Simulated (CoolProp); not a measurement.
n-perfluoropentane along the isotherm 80.15 °C: fugacity coefficient from the reference equation and from simpler models built on Tc = 147.9 °C, pc = 2.063 MPa, ω = 0.436; each cubic takes its own stable root.

Values from CoolProp's reference Helmholtz-energy equation of state, Gao 2022.

```csv
p (MPa),phase,reference,Redlich-Kwong,Peng-Robinson
0.0316,gas,0.9904,0.9914,0.9898
0.0534,gas,0.9837,0.9855,0.9827
0.0901,gas,0.9726,0.9756,0.9709
0.152,gas,0.9537,0.9590,0.9510
0.257,gas,0.9216,0.9308,0.9176
0.433,gas,0.8675,0.8839,0.8620
0.731,liquid,0.5682,0.7849,0.5655
1.23,liquid,0.3497,0.4864,0.3477
2.08,liquid,0.2193,0.3084,0.2177
3.51,liquid,0.1434,0.2047,0.1418
5.93,liquid,0.1000,0.1458,0.09807
10,liquid,0.07774,0.1163,0.07497
```
